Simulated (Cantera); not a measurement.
**Calcination and drying: Ca(OH)2 + H2O**

A closed system holds: 1 mol Ca(OH)2, 0.05 mol H2O, at 552 °C.

Cantera equilibrium calculation (NASA polynomials, part measured and part estimated; ideal gas, pure solids and liquids). Candidate condensed phases: Ca, CaO, Ca(OH)2, H2O; 14 gas species. Equilibrium is a limit: real reactors are often held back by kinetics, nucleation or transport.

From 0.0750 Torr to 578 Torr the condensed part is CaO(s). From 2100 Torr to 7500 Torr the condensed part is Ca(OH)2(s).

```json
[
 {"P (Pa)": "10", "x H2O": "1.00", "x H2": "8.00e-8", "x O2": "3.97e-8", "x OH": "1.20e-9", "n CaO(s)": "1.00", "n Ca(OH)2(s)": "0"},
 {"P (Pa)": "36", "x H2O": "1.00", "x H2": "5.22e-8", "x O2": "2.59e-8", "x OH": "7.86e-10", "n CaO(s)": "1.00", "n Ca(OH)2(s)": "0"},
 {"P (Pa)": "130", "x H2O": "1.00", "x H2": "3.40e-8", "x O2": "1.69e-8", "x OH": "5.12e-10", "n CaO(s)": "1.00", "n Ca(OH)2(s)": "0"},
 {"P (Pa)": "460", "x H2O": "1.00", "x H2": "2.23e-8", "x O2": "1.11e-8", "x OH": "3.36e-10", "n CaO(s)": "1.00", "n Ca(OH)2(s)": "0"},
 {"P (Pa)": "1700", "x H2O": "1.00", "x H2": "1.44e-8", "x O2": "7.16e-9", "x OH": "2.17e-10", "n CaO(s)": "1.00", "n Ca(OH)2(s)": "0"},
 {"P (Pa)": "6000", "x H2O": "1.00", "x H2": "9.48e-9", "x O2": "4.71e-9", "x OH": "1.43e-10", "n CaO(s)": "1.00", "n Ca(OH)2(s)": "0"},
 {"P (Pa)": "22000", "x H2O": "1.00", "x H2": "6.15e-9", "x O2": "3.05e-9", "x OH": "9.26e-11", "n CaO(s)": "1.00", "n Ca(OH)2(s)": "0"},
 {"P (Pa)": "77000", "x H2O": "1.00", "x H2": "4.05e-9", "x O2": "2.01e-9", "x OH": "6.10e-11", "n CaO(s)": "1.00", "n Ca(OH)2(s)": "0"},
 {"P (Pa)": "280000", "x H2O": "1.00", "x H2": "2.63e-9", "x O2": "1.31e-9", "x OH": "3.97e-11", "n CaO(s)": "0", "n Ca(OH)2(s)": "1.00"},
 {"P (Pa)": "1000000", "x H2O": "1.00", "x H2": "1.72e-9", "x O2": "8.55e-10", "x OH": "2.59e-11", "n CaO(s)": "0", "n Ca(OH)2(s)": "1.00"}
]
```
x: gas mole fraction; n: condensed amount in mol.
